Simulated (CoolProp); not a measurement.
Vapour-liquid equilibrium of hydrogen sulfide (1) + benzene (2) at 307.9 K; x and y are mole fractions of (1).

Values from CoolProp's multi-fluid Helmholtz-energy mixture model, Lemmon 2006 and Thol 2012; pair parameters Bell 2016.

```csv
x,bubble pressure (kPa),y at the bubble point,dew pressure at overall composition x (kPa),liquid density (mol/L)
0.05,130.5,?,20.61,11.38
0.2,454.7,0.960,?,12.50
0.35,784.5,0.979,30.11,?
0.5,1136,0.988,?,15.30
0.65,1516,0.993,55.73,17.06
0.8,1929,0.996,?,19.09
0.95,2380,0.999,367.5,21.31
```

Task: Fill in the missing entries.

Result: 
- 0.05, y at the bubble point: 0.852
- 0.2, dew pressure at overall composition x (kPa): 24.47
- 0.35, liquid density (mol/L): 13.79
- 0.5, dew pressure at overall composition x (kPa): 39.11
- 0.8, dew pressure at overall composition x (kPa): 96.89

No azeotrope shows between x = 0.05 and 0.95.

Pair parameters are fitted to limited data, so mixtures are less certain than the pure fluids.
